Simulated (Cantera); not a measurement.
A closed system holds: 1 mol FeCl₃, 1.5 mol H₂O, 440 mol N₂, equilibrated at 1102 °C and 13300 Pa.

Cantera equilibrium calculation (NASA polynomials, part measured and part estimated; ideal gas, pure solids and liquids). Rates play no part.

```tsv
species	before	after
N₂	0.993	0.992
HCl	0.00501	0.00265
H₂O	0.000881	0.00202
FeCl₂	0.000774	0.00181
H₂	4.62e-8	1.61e-5
OH	6.92e-7	3.27e-5
NO	2.46e-5	0.000189
Cl	0.000181	0.000495
O₂	0.000255	0.000344
Fe₃O₄(s), mol	0.218	0
FeO(l), mol	0	0.196
```
Gas species are given as mole fractions.

Q: Which change was made?
A) H₂O from 1.5 to 0.12 mol
B) temperature from 1102 °C to 1452 °C
C) N₂ from 440 to 0.24 mol
D) temperature from 1102 °C to 1527 °C

A: D, temperature from 1102 °C to 1527 °C. The tables' stoichiometric FeO is somewhat more stable than real wüstite, so its field is too wide. FeO: taken at fixed stoichiometry
